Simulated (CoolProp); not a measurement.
A simple Rankine cycle with chloromethane (R40): condensing at 315.15 K, boiler at 5.6 MPa, turbine inlet 410 K, turbine efficiency 0.6, pump efficiency 0.6, no recuperator. Each further row changes one setting.

The numbers come from the reference Helmholtz-energy equation of state, Thol 2014 in CoolProp.

| case | thermal efficiency (%) | net work (kJ/kg) | heat in (kJ/kg) | turbine exit temperature (K) | volume ratio over the turbine |
|---|---|---|---|---|---|
| as stated | … | 31.5 | 345 | 315.2 | 6.52 |
| turbine inlet 430 K | 9.8 | 38.2 | … | 315.3 | 5.76 |
| condensing temperature 307.15 K | … | … | 358 | 307.1 | 8.00 |
| boiler pressure 3.92 MPa | 8.6 | 34.0 | 396 | 324.0 | … |
| turbine efficiency 0.5 | 7.2 | 24.7 | 345 | 315.2 | 6.66 |

### Question
Complete the blanks.

### Answer

- as stated, thermal efficiency (%): 9.1
- turbine inlet 430 K, heat in (kJ/kg): 390
- condensing temperature 307.15 K, thermal efficiency (%): 10.0
- condensing temperature 307.15 K, net work (kJ/kg): 35.9
- boiler pressure 3.92 MPa, volume ratio over the turbine: 4.00

The expansion ends wet for: as stated; condensing temperature 307.15 K; turbine efficiency 0.5.
